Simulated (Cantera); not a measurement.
Feed: 1 mol Si3N4, 0.0048 mol H2O, 3.3 mol N2, at 1.50 mbar.

Cantera equilibrium calculation (NASA polynomials, part measured and part estimated; ideal gas, pure solids and liquids). Candidate condensed phases: H2O, Si, SiO2, Si2N2O, Si3N4; 35 gas species. Mutual solubility and eutectic melting of coexisting phases are not modelled. Kinetics and transport are ignored.

Task: Which condensed phases are stable at each of these points (T (K)): 1398, 1498, 1598, 1698, 1798, 1898, 1998, 2098, 2198?

Result: 
```json
[
 {"T (K)": "1398", "condensed phases": "Si2N2O(s) + Si3N4(s)", "Si condensed (%)": "100.0"},
 {"T (K)": "1498", "condensed phases": "Si2N2O(s) + Si3N4(s)", "Si condensed (%)": "100.0"},
 {"T (K)": "1598", "condensed phases": "Si3N4(s)", "Si condensed (%)": "99.8"},
 {"T (K)": "1698", "condensed phases": "Si(l)", "Si condensed (%)": "99.8"},
 {"T (K)": "1798", "condensed phases": "Si(l)", "Si condensed (%)": "99.4"},
 {"T (K)": "1898", "condensed phases": "Si(l)", "Si condensed (%)": "98.3"},
 {"T (K)": "1998", "condensed phases": "Si(l)", "Si condensed (%)": "94.3"},
 {"T (K)": "2098", "condensed phases": "Si(l)", "Si condensed (%)": "81.9"},
 {"T (K)": "2198", "condensed phases": "Si(l)", "Si condensed (%)": "39.7"}
]
```

From 1398 K to 1498 K the condensed part is Si2N2O(s) + Si3N4(s). At 1598 K the condensed part is Si3N4(s). From 1698 K to 2198 K the condensed part is Si(l).
